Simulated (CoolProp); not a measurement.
Properties of the fluoroketone C6F12O (FK-5-1-12) at several states.

The numbers come from the reference Helmholtz-energy equation of state, McLinden 2015 in CoolProp.

```tsv
T (K)	p (MPa)	phase	Z	cv (kJ/(kg K))	isothermal compressibility (1/MPa)
387	10.9	liquid	…	…	…
217.3	1.46	liquid	…	…	…
430.2	0.0112	gas	0.9977	…	89.49
```

**Question.** Fill in the missing entries.

**Answer.** 
- 387, Z: 0.7600
- 387, cv (kJ/(kg K)): 0.9532
- 387, isothermal compressibility (1/MPa): 0.005870
- 217.3, Z: 0.1395
- 217.3, cv (kJ/(kg K)): 0.8824
- 217.3, isothermal compressibility (1/MPa): 0.001138
- 430.2, cv (kJ/(kg K)): 0.9636
